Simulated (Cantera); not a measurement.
An adiabatic, constant-pressure homogeneous reactor starts with CH4 : O2 : N2 = 1 : 2.82 : 17 (molar parts), equivalence ratio 0.71, at 1325 K and 10.0 bar.

Detailed kinetics in Cantera: GRI-Mech 3.0 (53 species, 325 reactions).

One state of this run: T (K) = 2313; x CH4 = <1e-12; x O2 = 0.0391; x NO = 9.72e-5; x CH2 = <1e-12; x NO2 = 1.45e-7; x CO = 0.000953. x: mole fraction; the columns are a selection and need not sum to one.

Problem. Which value of t (s) does it belong to?
A. 0.300
B. 0.0158
C. 0.00173
D. 2.09e-5

Solution. C, 0.00173
